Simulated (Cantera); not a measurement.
## C6H6 + NH3 (carbon deposition, reforming and gasification)

Charge: 1 mol C6H6, 0.27 mol NH3, equilibrated at 0.133 bar.

Cantera equilibrium calculation (NASA polynomials, part measured and part estimated; ideal gas, pure solids and liquids). Candidate condensed phases: C, C6H6, C7H8, C8H18; 92 gas species. Equilibrium is a limit: real reactors are often held back by kinetics, nucleation or transport.

From 277 °C to 727 °C the condensed part is C(graphite). The main C-bearing gas is CH4 throughout. The share of C in condensed phases is highest at 727 °C (99.3 %) and lowest at 277 °C (73.6 %).

| T (°C) | x H2 | x CH4 | x N2 | x NH3 | x C2H6 | x HCN | x C2H4 | x H | n C(graphite) |
|---|---|---|---|---|---|---|---|---|---|
| 277 | 0.120 | 0.811 | 0.0690 | 0.000153 | 9.17e-7 | <1e-12 | 1.81e-11 | <1e-12 | 4.41 |
| 327 | 0.236 | 0.699 | 0.0647 | 0.000162 | 1.22e-6 | 1.40e-11 | 1.59e-10 | <1e-12 | 4.54 |
| 377 | 0.396 | 0.545 | 0.0588 | 0.000151 | 1.29e-6 | 1.37e-10 | 8.81e-10 | <1e-12 | 4.75 |
| 427 | 0.574 | 0.374 | 0.0523 | 0.000124 | 1.06e-6 | 9.15e-10 | 3.25e-9 | <1e-12 | 5.04 |
| 477 | 0.728 | 0.226 | 0.0467 | 9.14e-5 | 6.84e-7 | 4.52e-9 | 8.45e-9 | <1e-12 | 5.35 |
| 527 | 0.833 | 0.124 | 0.0428 | 6.27e-5 | 3.71e-7 | 1.77e-8 | 1.67e-8 | 7.24e-12 | 5.61 |
| 577 | 0.893 | 0.0662 | 0.0406 | 4.21e-5 | 1.85e-7 | 5.83e-8 | 2.74e-8 | 5.30e-11 | 5.78 |
| 627 | 0.925 | 0.0356 | 0.0395 | 2.85e-5 | 9.13e-8 | 1.67e-7 | 4.02e-8 | 3.08e-10 | 5.88 |
| 677 | 0.941 | 0.0198 | 0.0389 | 1.98e-5 | 4.63e-8 | 4.27e-7 | 5.48e-8 | 1.48e-9 | 5.93 |
| 727 | 0.950 | 0.0115 | 0.0386 | 1.41e-5 | 2.45e-8 | 9.93e-7 | 7.11e-8 | 6.06e-9 | 5.96 |
x: gas mole fraction; n: condensed amount in mol.
